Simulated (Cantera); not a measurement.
Charge: 1 mol Al(CH3)3, 0.38 mol O2, 15 mol N2, at 63.0 Torr.

Method: chemical equilibrium by Gibbs-energy minimisation in Cantera with the NASA 1993 tables (ideal gas, pure condensed phases). Candidate condensed phases: Al, AlN, Al2O3, C, C6H6, C7H8, C8H18, H2O; 148 gas species. The feed counts by its element totals alone. Mutual solubility and eutectic melting of coexisting phases are not modelled. Kinetics and transport are ignored.

Over these rows the condensed part is AlN(s) + Al2O3(s) + C(graphite). Partial pressures as log10 of bar:

| T (K) | 1000/T (1/K) | log p HCN | log p N2 | log p H2 |
|---|---|---|---|---|
| 950 | 1.0526 | -7.10 | -1.19 | -1.71 |
| 1050 | 0.9524 | -6.40 | -1.19 | -1.71 |
| 1150 | 0.8696 | -5.83 | -1.19 | -1.71 |
| 1250 | 0.8000 | ? | -1.19 | -1.71 |
| 1350 | 0.7407 | -4.94 | -1.20 | -1.71 |
| 1450 | 0.6897 | -4.60 | -1.21 | -1.72 |

### Question
Fit log p(HCN) = a + b·(1000/T) to the five rows, give the apparent enthalpy, and predict the row at 1250 K.

### Answer
Means: 1000/T = 0.8610, log p = -5.774. Sxy = -0.613196, Sxx = 0.0889543, so b = -6.89 and a = -5.774 − (-6.89)×0.8610 = 0.16.
Apparent enthalpy: −19.145 × (-6.89) = 132 kJ/mol. With the condensed phases at unit activity, C(graphite) + 1/2 N2(g) + 1/2 H2(g) = HCN(g) links this pressure to the main gases: over the six rows their terms move log p by -0.02 in all, so the slope is close to that reaction's ΔH°. The five rows lie within 0.01 of the line.
Prediction at 1250 K: 0.16 + (-6.89)×0.8000 = -5.35. The computed value is -5.35, 0.00 from the line.
